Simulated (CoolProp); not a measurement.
Sulfur hexafluoride at 598.67 K and 10.7 MPa flows at 5.3 m/s in a round tube of 10 mm bore and 1.5 µm roughness, fully developed (64/Re and Nu = 3.66 if laminar; Colebrook and Gnielinski if turbulent). Each further row changes one setting.

Values from CoolProp's reference Helmholtz-energy equation of state, Guder 2009.

| case | Reynolds number | Darcy friction factor | pressure drop (Pa/m) | heat-transfer coefficient (W/(m² K)) | mass flow (kg/h) |
|---|---|---|---|---|---|
| as stated | 509000 | ___ | 6730 | ___ | 481 |
| velocity 10.6 m/s | 1020000 | ___ | 25400 | 6570 | 961 |
| diameter 20 mm | 1020000 | 0.0130 | ___ | ___ | 1920 |

Question: Some entries are withheld; supply them.

Answer: 
- as stated, Darcy friction factor: 0.0149
- as stated, heat-transfer coefficient (W/(m² K)): 3490
- velocity 10.6 m/s, Darcy friction factor: 0.0141
- diameter 20 mm, pressure drop (Pa/m): 2940
- diameter 20 mm, heat-transfer coefficient (W/(m² K)): 3030

Viscosity comes from a separate model (Quiñones-Cisneros 2012). Thermal conductivity comes from a separate model (Assael 2012).
